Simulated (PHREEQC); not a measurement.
Brine with alkaline etch or developer

Solution A (2.3 mol/kgw NaOH, 0.31 mol/kgw Na2SO4 and 0.35 mol/kgw NaCl) is mixed with solution B (0.022 mol/kgw KOH and 0.0027 mol/kgw K2SiO3) at 20 °C; shares are by mass of water, 1 kg in all. No CO2 enters from the air. The run lets Arcanite, Glaserite, Halite, Mirabilite, Misenite, SiO2(a), Sylvite, Thenardite precipitate or redissolve, and no other solid.

All values are PHREEQC results (Pitzer model, pitzer.dat), not measurements.

```
share of solution B     pH  H3SiO4- (mol/kgw)  H2SiO4-2 (mol/kgw)
-------------------  -----  -----------------  ------------------
0                    14.46                  0                   0
0.05                 14.42            3.40e-7            0.000135
0.1                  14.39            7.74e-7            0.000269
0.15                 14.35            1.33e-6            0.000404
0.2                  14.32            2.04e-6            0.000538
0.3                  14.24            4.11e-6            0.000806
0.35                 14.20            5.63e-6            0.000939
0.4                  14.16            7.63e-6             0.00107
0.45                 14.11            1.03e-5             0.00120
0.5                  14.07            1.38e-5             0.00134
0.55                 14.02            1.87e-5             0.00147
0.6                  13.96            2.55e-5             0.00159
0.65                 13.90            3.54e-5             0.00172
0.7                  13.83            5.01e-5             0.00184
0.8                  13.67           0.000112             0.00205
0.85                 13.56           0.000183             0.00211
0.9                  13.40           0.000331             0.00210
0.95                 13.16           0.000721             0.00184
1                    12.48            0.00214            0.000551
```

Species that the database lacks are ignored. In brines, pH and single-ion activities rest on the MacInnes convention.
